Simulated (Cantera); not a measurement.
A closed system holds: 1 mol B2H6, 0.2 mol NH3, 46 mol N2, at 80.0 Pa.

These are equilibrium values from Cantera (NASA tables, ideal gas, pure condensed phases), not measurements of a reactor. Candidate condensed phases: B, BN; 15 gas species. The feed counts by its element totals alone. The tables' values for BH2 are old estimates; treat these amounts as uncertain. Kinetics and transport are ignored.

log p: log10 of the partial pressure in bar; n: condensed amount in mol.

```csv
T (K),log p N2,log p H,log p H2,log p B,log p BN,log p BH,n BN(s),n B(s)
750,-3.13,-14.63,-4.26,<-15,<-15,<-15,2.00,0
900,-3.13,?,-4.26,<-15,<-15,<-15,2.00,0
1050,-3.13,-10.22,-4.26,<-15,<-15,<-15,2.00,0
1200,-3.13,-8.84,-4.26,<-15,<-15,<-15,2.00,0
1350,-3.13,-7.75,-4.26,<-15,<-15,<-15,2.00,0
1500,-3.13,?,-4.26,?,?,-14.99,2.00,0
1650,-3.13,-6.17,-4.27,-11.73,-12.77,-12.83,2.00,0
1800,-3.13,-5.58,-4.27,-9.61,-10.88,-11.03,2.00,0
1950,-3.13,-5.09,-4.30,-7.81,-9.28,-9.52,2.00,0
2100,-3.13,-4.69,-4.36,-6.28,-7.91,-8.25,1.96,0
2250,-3.14,-4.38,-4.51,-5.27,-7.06,-7.52,0,1.65
2400,-3.16,-4.19,-4.78,-4.53,-6.45,-7.09,0,0
```

Q: What belongs in the gaps?

A: 
- 900, log p H: -12.06
- 1500, log p H: -6.89
- 1500, log p B: -14.28
- 1500, log p BN: -15.05
